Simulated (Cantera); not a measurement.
Feed: 1 mol SiH₄, 0.34 mol C₂H₂, 5.6 mol H₂, held at 2425 K and 10.0 mbar.

Equilibrium computed with Cantera from the NASA thermochemical tables; the gas is ideal and each condensed phase is pure. Candidate condensed phases: C, C₆H₆, C₇H₈, C₈H₁₈, Si, SiC; 87 gas species. Gases not in the tables: Si₂H₆ and higher silanes. Kinetics and transport are ignored.

### Question
What is the equilibrium state?

### Answer
```json
{
 "x(H₂)": "0.765",
 "x(H)": "0.157",
 "x(Si)": "0.0532",
 "x(SiC₂)": "0.0110",
 "x(Si₂C)": "0.00623",
 "x(C₂H₂ (acetylene))": "0.00597",
 "x(SiH)": "0.00138",
 "x(Si₂)": "0.000253",
 "x(SiH₂)": "0.000118",
 "n(C(graphite))": "0.0362 mol",
 "n(SiC(s))": "0.265 mol",
 "gas_amount": "9.338 mol",
 "log10 activity of Si(l) (absent)": "-0.70"
}
```
